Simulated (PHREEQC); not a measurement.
Consider water at 25 °C with 0.0014 mol NaOH per kg of water. Closed to the air; pH follows from the charge balance.

The numbers come from PHREEQC with the ion-association model, wateq4f.dat.

Each row changes one thing in this solution. No solid was allowed to form.

```tsv
case	pH	ionic strength (mol/kgw)
as made	11.13	0.00140
NaOH from 0.0014 to 0.0028 mol/kgw	11.42	0.00280
temperature from 25 to 35 °C	10.81	0.00140
NaOH from 0.0014 to 0.0021 mol/kgw	11.30	0.00210
temperature from 25 to 55 °C	___	0.00140
temperature from 25 to 70 °C	___	0.00140
NaOH replaced by Na3PO4 at the same molality	___	0.00579
diluted 10-fold with water	10.14	0.000140
```

Task: Complete the blanks.

Result: 
- temperature from 25 to 55 °C, pH: 10.28
- temperature from 25 to 70 °C, pH: 9.94
- NaOH replaced by Na3PO4 at the same molality, pH: 11.08

H3PO4, which wateq4f.dat lacks, is added to it with the constant of phreeqc.dat. Away from 25 °C the constants follow the database's enthalpies or fits; those with neither stay at their 25 °C values.
